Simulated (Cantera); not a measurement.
Feed: 1 mol trisilylamine, 8.3 mol NH3, 4.2 mol N2, held at 923.15 K and 3.00 mbar.

Cantera equilibrium calculation (NASA polynomials, part measured and part estimated; ideal gas, pure solids and liquids). Candidate condensed phases: Si, Si3N4; 18 gas species. The feed counts by its element totals alone. Rates play no part.

Base state: H2 0.712, N2 0.288 (mole fractions); condensed: Si3N4(s).

Task: What changes in the equilibrium state with this change: temperature from 923.15 K to 1775 K?

Result: 
| species | before | after |
|---|---|---|
| H2 | 0.712 | 0.653 |
| N2 | 0.288 | 0.342 |
| H | 3.79e-9 | 0.00427 |
| Si | <1e-9 | 0.000732 |
| SiH | <1e-9 | 3.97e-5 |
| Si2N | <1e-9 | 1.85e-5 |
| SiH2 | <1e-9 | 1.63e-5 |
| Si3N4(s), mol | 1.00 | 0 |
| Si(l), mol | 0 | 2.98 |
The tables' values for SiN are old estimates; treat these amounts as uncertain. Gases not in the tables: Si2H6 and higher silanes.
